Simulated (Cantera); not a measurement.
A closed system holds: 1 mol toluene, 1.6 mol H2, 0.51 mol N2, equilibrated at 902 °C.

Equilibrium computed with Cantera from the NASA thermochemical tables; the gas is ideal and each condensed phase is pure. Candidate condensed phases: C, C6H6, C7H8, C8H18; 92 gas species. The ideal-gas law is rough above about 30 bar. The numbers say what is thermodynamically allowed, not how fast it happens.

Q: What share of the C ends up in condensed phases as a function of P (Pa), at 10, 160, 2500, 40000, 630000, 10000000?

A: 
| P (Pa) | C condensed (%) | as |
|---|---|---|
| 10 | 100.0 | C(graphite) |
| 160 | 100.0 | C(graphite) |
| 2500 | 100.0 | C(graphite) |
| 40000 | 99.4 | C(graphite) |
| 630000 | 93.3 | C(graphite) |
| 10000000 | 74.4 | C(graphite) |
